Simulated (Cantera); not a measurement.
Input: 1 mol Pb, 1.3 mol O2, 1.7 mol N2, at 13300 Pa.

These are equilibrium values from Cantera (NASA tables, ideal gas, pure condensed phases), not measurements of a reactor. Candidate condensed phases: Pb, PbO, PbO2, Pb3O4; 12 gas species. Equilibrium is a limit: real reactors are often held back by kinetics, nucleation or transport.

x: gas mole fraction; n: condensed amount in mol.

```tsv
T (°C)	x N2	x O2	x PbO	x NO	x NO2	x Pb	n Pb3O4(s)	n PbO(red)	n PbO(yellow)	n PbO(l)
227	0.729	0.271	<1e-12	___	1.41e-8	<1e-12	0.333	0	0	0
302	0.729	0.271	<1e-12	___	4.00e-8	<1e-12	0.333	0	0	0
377	0.680	0.320	<1e-12	___	1.01e-7	<1e-12	0	1.00	0	0
452	0.680	0.320	6.62e-12	___	1.91e-7	<1e-12	0	1.00	0	0
527	0.680	0.320	5.25e-10	___	3.20e-7	<1e-12	0	0	1.00	0
602	0.680	0.320	1.93e-8	___	4.92e-7	<1e-12	0	0	1.00	0
677	0.680	0.320	3.96e-7	___	7.06e-7	2.73e-11	0	0	1.000	0
752	0.680	0.320	5.14e-6	___	9.63e-7	1.14e-9	0	0	1.000	0
827	0.680	0.320	4.65e-5	___	1.26e-6	2.81e-8	0	0	1.000	0
902	0.680	0.320	0.000302	___	1.59e-6	4.41e-7	0	0	0	0.999
```

Question: Complete the blanks.

Answer: 
- 227, x NO: 5.78e-10
- 302, x NO: 1.01e-8
- 377, x NO: 9.65e-8
- 452, x NO: 5.55e-7
- 527, x NO: 2.30e-6
- 602, x NO: 7.46e-6
- 677, x NO: 2.01e-5
- 752, x NO: 4.69e-5
- 827, x NO: 9.75e-5
- 902, x NO: 0.000184
